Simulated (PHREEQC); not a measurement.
Make-up at 25 °C: 0.077 mol HF, 0.0002 mol (NH4)2SiF6, 0.0021 mol HBF4 and 0.12 mol H2SO4 per kg of water. Closed to the air; pH follows from the charge balance.

The numbers come from PHREEQC with the ion-association model, wateq4f.dat.

| quantity | before | after |
|---|---|---|
| pH | 0.94 | 0.67 |
| ionic strength (mol/kgw) | 0.165 | 0.300 |
| HF (mol/kgw) | 0.0581 | 0.0579 |
| H2F2 (mol/kgw) | 0.00912 | 0.00936 |
| F- (mol/kgw) | 0.000481 | 0.000289 |
| NH4+ (mol/kgw) | 0.000369 | 0.000365 |
| SI of Quartz (SiO2) | -5.90 | -5.54 |

### Question
Which change was made?
A) diluted 10-fold with water
B) HBF4 from 0.0021 to 0.00042 mol/kgw
C) H2SO4 left out
D) H2SO4 from 0.12 to 0.24 mol/kgw

### Answer
D, H2SO4 from 0.12 to 0.24 mol/kgw

No solid was allowed to form. wateq4f.dat counts part of the HF as a dimer, H2F2, which phreeqc.dat doesn't know; its constant is uncertain. SiF6-2 is the database's only silicon fluoride. Real BF4- forms and hydrolyses slowly; the run takes it at equilibrium.
